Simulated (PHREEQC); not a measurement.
# Phosphoric acid bath (model solution)

Solution (25 °C): 0.165 mol H3PO4 and 0.1 mol HCl per kg of water. Closed to the air; pH follows from the charge balance.

Model: ion-association model, phreeqc.dat, run in PHREEQC.

Precipitation was switched off in this run.

Predict the pH.

pH 1.03.

In which forms is P present?

H3PO4 91 %, H2PO4- 8.7 % of the P.
